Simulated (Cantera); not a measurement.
A closed system holds: 1 mol CF₄, 1.4 mol F₂, 0.42 mol H₂, at 2150 °C and 10.0 mbar.

These are equilibrium values from Cantera (NASA tables, ideal gas, pure condensed phases), not measurements of a reactor. Candidate condensed phases: C, C₆H₆, C₇H₈, C₈H₁₈; 95 gas species. Gases not in the tables: C₂F₆ and larger saturated fluorocarbons. Rates play no part.

Base state: F 0.662, HF 0.154, CF₂ 0.144, CF₄ 0.0321, CF₃ 0.00467, CF 0.00281, H 1.25e-5 (mole fractions); condensed: gas only.

**Question.** What changes in the equilibrium state with this change: temperature from 2150 °C to 452 °C?

**Answer.** 
```json
[
 {"species": "CF₄", "before": "0.0321", "after": "0.352"},
 {"species": "F₂", "before": "3.45e-6", "after": "0.338"},
 {"species": "HF", "before": "0.154", "after": "0.296"},
 {"species": "F", "before": "0.662", "after": "0.0136"},
 {"species": "CF₂", "before": "0.144", "after": "<1e-9"},
 {"species": "CF₃", "before": "0.00467", "after": "<1e-9"},
 {"species": "CF", "before": "0.00281", "after": "<1e-9"},
 {"species": "H", "before": "1.25e-5", "after": "<1e-9"}
]
```
Condensed phases not in the tables: fluorocarbon polymer.

**Question.** What changes in the equilibrium state with this change: 0.058 mol HCl added?

**Answer.** 
```csv
species,before,after
F,0.662,0.645
HF,0.154,0.163
CF₂,0.144,0.144
Cl,0,0.0105
CF₄,0.0321,0.0304
ClF,0,1.44e-5
H,1.25e-5,1.35e-5
```

**Question.** What changes in the equilibrium state with this change: H₂ from 0.42 to 1.9 mol?

**Answer.** 
```csv
species,before,after
HF,0.154,0.631
F,0.662,0.242
CF₂,0.144,0.116
CF₄,0.0321,0.00346
C₃,6.61e-8,1.44e-5
H,1.25e-5,0.000139
CF₃,0.00467,0.00137
CF,0.00281,0.00619
"C(graphite), mol",0,0.234
```
